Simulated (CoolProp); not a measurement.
A single-stage vapour-compression cycle with hydrogen chloride: evaporating at 206.15 K (dew point), condensing at 241.15 K (bubble point), superheat 8 K, subcooling 5 K, compressor efficiency 0.8, no pressure losses. Each further row changes one setting.

Model: reference Helmholtz-energy equation of state, Thol 2018, in CoolProp.

```csv
case,cooling COP,pressure ratio,discharge temperature (K),refrigerating effect (kJ/kg),volumetric capacity (kJ/m³)
as stated,3.88,3.96,338.3,379,2080
evaporating temperature 211.15 K,4.77,…,…,…,2590
condensing temperature 236.15 K,…,3.34,…,388,2130
subcooling 10 K,…,3.96,338.3,388,2130
superheat 18 K,3.77,3.96,355.0,388,2020
compressor efficiency 0.7,3.40,3.96,…,379,2080
```

Question: Complete the blanks.

Answer: 
- evaporating temperature 211.15 K, pressure ratio: 3.16
- evaporating temperature 211.15 K, discharge temperature (K): 320.9
- evaporating temperature 211.15 K, refrigerating effect (kJ/kg): 382
- condensing temperature 236.15 K, cooling COP: 4.65
- condensing temperature 236.15 K, discharge temperature (K): 319.9
- subcooling 10 K, cooling COP: 3.97
- compressor efficiency 0.7, discharge temperature (K): 354.5
